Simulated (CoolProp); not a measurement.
Vapour-liquid equilibrium of R124 (1) + R142b (2) at 1.64 MPa; x and y are mole fractions of (1).

Computed with CoolProp (multi-fluid Helmholtz-energy mixture model, de Vries 1995 and Lemmon 2006; pair parameters Bell 2016).

```tsv
x	bubble temperature, mixture model (K)	bubble temperature, Raoult's law (K)	y, mixture model	y, Raoult's law
0.05	361.1	361.0	0.053	0.057
0.2	360.3	360.0	0.211	0.222
0.35	359.5	359.0	0.366	0.381
0.5	358.7	358.0	0.519	0.533
0.65	357.8	357.1	0.670	0.680
0.8	356.7	356.2	0.816	0.820
0.95	355.4	355.3	0.956	0.956
```

The largest gap from Raoult's law is +0.7 K in bubble temperature, at x = 0.65. No azeotrope shows between x = 0.05 and 0.95.

The pair parameters rest on a limited set of measurements; away from them the model extrapolates.
